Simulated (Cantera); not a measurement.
Charge: 1 mol Si, 0.55 mol HCl, 1.6 mol H2, equilibrated at 10000 Pa.

These are equilibrium values from Cantera (NASA tables, ideal gas, pure condensed phases), not measurements of a reactor. Candidate condensed phases: Si; 19 gas species. Equilibrium is a limit: real reactors are often held back by kinetics, nucleation or transport. All values below are at 698 K.

Base state: H2 0.925, SiCl4 0.0519, SiHCl3 0.0219, SiH2Cl2 0.000604, HCl 0.000433 (mole fractions); condensed: Si(s).

Problem. What changes in the equilibrium state with this change: pressure from 10000 Pa to 100000 Pa?

Solution. 
| species | before | after |
|---|---|---|
| H2 | 0.925 | 0.922 |
| SiCl4 | 0.0519 | 0.0428 |
| SiHCl3 | 0.0219 | 0.0336 |
| SiH3Cl | 3.57e-6 | 1.90e-5 |
| SiH2Cl2 | 0.000604 | 0.00173 |
| HCl | 0.000433 | 0.000232 |
| Si(s), mol | 0.851 | 0.844 |
